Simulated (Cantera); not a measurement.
A Cantera script and what it prints.

```python
import numpy as np
import cantera as ct

gas_names = """
    CL CL2 H HCL H2 Si SiCL SiCL2 SiCL3 SiCL4 SiH SiHCL3 SiH2 SiH2CL2 SiH3 SiH3CL SiH4 Si2 Si3
""".split()
cond_names = """
    Si(cr) Si(L)
""".split()


# ... load() reads the species with a 1 bar reference pressure and builds the phases ...
atoms = {
    'SiCl4': {'Si': 1, 'CL': 4},
    'Cl2': {'CL': 2},
    'H2': {'H': 2},
}
top_T = {}  # K; cautious upper limits of use, not melting points


# ... equilibrate(T, P, feed) seeds the gas with the atoms and calls Mixture.equilibrate('TP', solver="vcs", rtol=1e-11, max_steps=5000) ...
results = []
T = 1198  # K
P = 1500000  # Pa
for m in [1.2, 1.5, 1.8, 2.2, 2.7, 3.3, 4, 4.9, 6, 7.4, 9.1, 11]:
    feed = {'SiCl4': 1, 'Cl2': 0.93, 'H2': m}  # mol
    mix = equilibrate(T, P, feed)
    results.append((T, P, feed, dict(zip(mix.species_names, mix.species_moles))))

top = {s: max(r[3][s] / sum(r[3][g] for g in gas_names) for r in results) for s in gas_names}
cols = sorted((s for s in top if top[s] > 1e-05), key=lambda s: -top[s])[:7]
seen = [c for c in cond_names if any(r[3].get(c, 0) > 1e-12 for r in results)]
print("log10 of partial pressures in bar; condensed amounts in mol")
print(f"{'n(H2)':>10s}" + "".join(f"{s[:9]:>10s}" for s in cols + seen))
for T, P, feed, n in results:
    ng = sum(n[g] for g in gas_names)
    print(f"{feed['H2']:10.4g}" + "".join(f"{np.log10(max(n[s] / ng * P / 1e5, 1e-99)):10.3f}" for s in cols)
          + "".join(f"{n.get(c, 0):10.4g}" for c in seen))
```

Result:

```
log10 of partial pressures in bar; condensed amounts in mol
     n(H2)        H2       HCL     SiCL4    SiHCL3     SiCL3   SiH2CL2     SiCL2
       1.2     0.105     0.951     0.679    -1.737    -2.630    -5.037    -4.991
       1.5     0.390     0.912     0.637    -1.455    -2.490    -4.432    -4.670
       1.8     0.537     0.877     0.599    -1.311    -2.419    -4.104    -4.490
       2.2     0.658     0.834     0.552    -1.195    -2.363    -3.825    -4.331
       2.7     0.752     0.786     0.499    -1.105    -2.321    -3.593    -4.193
       3.3     0.826     0.735     0.442    -1.037    -2.289    -3.399    -4.074
         4     0.884     0.683     0.384    -0.985    -2.267    -3.237    -3.970
       4.9     0.934     0.624     0.317    -0.943    -2.249    -3.086    -3.869
         6     0.976     0.562     0.246    -0.911    -2.238    -2.951    -3.775
       7.4     1.011     0.495     0.167    -0.887    -2.232    -2.825    -3.685
       9.1     1.040     0.427     0.085    -0.872    -2.231    -2.713    -3.601
        11     1.062     0.363     0.006    -0.865    -2.235    -2.619    -3.530
```

Equilibrium computed with Cantera from the NASA thermochemical tables; the gas is ideal and each condensed phase is pure. The tables' values for SiCl3 are old estimates; treat these amounts as uncertain.
